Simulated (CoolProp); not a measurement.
Properties of nitrogen along the isobar 0.101 MPa.

Model: reference Helmholtz-energy equation of state, Span 2000, in CoolProp.

```tsv
T (°C)	phase	cv (kJ/(kg K))	conductivity (mW/(m K))	fugacity coefficient
-171.05	gas	0.7507	9.58	0.9817
-145.45	gas	0.7457	12.0	0.9905
-119.85	gas	0.7440	14.3	0.9946
-94.25	gas	0.7433	16.5	0.9968
-68.65	gas	0.7430	18.6	0.9980
-43.15	gas	0.7428	20.7	0.9988
-17.55	gas	0.7428	22.7	0.9993
8.05	gas	0.7429	24.6	0.9996
```

Thermal conductivity comes from a separate model (Lemmon 2004).
